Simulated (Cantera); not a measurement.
## Adiabatic ignition

An adiabatic, constant-volume homogeneous reactor starts with CH4 : CO : O2 : N2 = 1 : 0.18 : 5.81 : 21.8 (molar parts), equivalence ratio 0.36, at 1725 K and 1.00 atm.

Detailed kinetics in Cantera: GRI-Mech 3.0 (53 species, 325 reactions).

```json
[
 {"t (s)": "1.00e-6", "T (K)": "1725", "P (bar)": "1.01", "x CH4": "0.0347", "x CO": "0.00625", "x O2": "0.202", "x NO": "<1e-12", "x O": "1.30e-7"},
 {"t (s)": "3.88e-6", "T (K)": "1725", "P (bar)": "1.01", "x CH4": "0.0347", "x CO": "0.00625", "x O2": "0.202", "x NO": "<1e-12", "x O": "2.46e-7"},
 {"t (s)": "1.51e-5", "T (K)": "1725", "P (bar)": "1.01", "x CH4": "0.0347", "x CO": "0.00625", "x O2": "0.202", "x NO": "1.41e-12", "x O": "4.34e-7"},
 {"t (s)": "5.85e-5", "T (K)": "1725", "P (bar)": "1.01", "x CH4": "0.0344", "x CO": "0.00625", "x O2": "0.202", "x NO": "1.67e-11", "x O": "2.06e-6"},
 {"t (s)": "0.000227", "T (K)": "2384", "P (bar)": "1.42", "x CH4": "<1e-12", "x CO": "0.00901", "x O2": "0.123", "x NO": "0.000109", "x O": "0.0136"},
 {"t (s)": "0.000881", "T (K)": "2552", "P (bar)": "1.51", "x CH4": "<1e-12", "x CO": "0.00412", "x O2": "0.125", "x NO": "0.00168", "x O": "0.00542"},
 {"t (s)": "0.00342", "T (K)": "2543", "P (bar)": "1.50", "x CH4": "<1e-12", "x CO": "0.00398", "x O2": "0.123", "x NO": "0.00662", "x O": "0.00515"},
 {"t (s)": "0.0133", "T (K)": "2527", "P (bar)": "1.49", "x CH4": "<1e-12", "x CO": "0.00377", "x O2": "0.119", "x NO": "0.0150", "x O": "0.00471"},
 {"t (s)": "0.0515", "T (K)": "2523", "P (bar)": "1.49", "x CH4": "<1e-12", "x CO": "0.00370", "x O2": "0.118", "x NO": "0.0175", "x O": "0.00458"},
 {"t (s)": "0.200", "T (K)": "2523", "P (bar)": "1.49", "x CH4": "<1e-12", "x CO": "0.00370", "x O2": "0.118", "x NO": "0.0175", "x O": "0.00458"}
]
```
x: mole fraction; the columns are a selection and need not sum to one.

The time of steepest temperature rise is 0.161 ms and the temperature at 0.200 s is 2523 K. The equilibrium temperature comes out as 2523 K, the x(CH4) at 0.200 s is <1e-12 (gas-phase equilibrium <1e-12) and the x(CO) at 0.200 s is 0.00370 (gas-phase equilibrium 0.00370). The x(O2) at 0.200 s comes out as 0.118 (gas-phase equilibrium 0.118).
